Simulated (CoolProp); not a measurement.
Values from CoolProp's reference Helmholtz-energy equation of state, Lemmon 2006. It is a short technical equation, of lower accuracy than the large ones.

Task: For nitrous oxide, give the phase and the cv (kJ/(kg K)), speed of sound (m/s), Joule-Thomson coefficient (K/MPa) at 408.6 K and 0.573 bar; 408.6 K and 79.6 bar; 408.6 K and 181 bar.

Result: 
- 408.6 K and 0.573 bar: gas; cv 0.787, speed of sound 309, Joule-Thomson coefficient 5.36
- 408.6 K and 79.6 bar: supercritical; cv 0.836, speed of sound 289, Joule-Thomson coefficient 4.92
- 408.6 K and 181 bar: supercritical; cv 0.894, speed of sound 298, Joule-Thomson coefficient 3.15
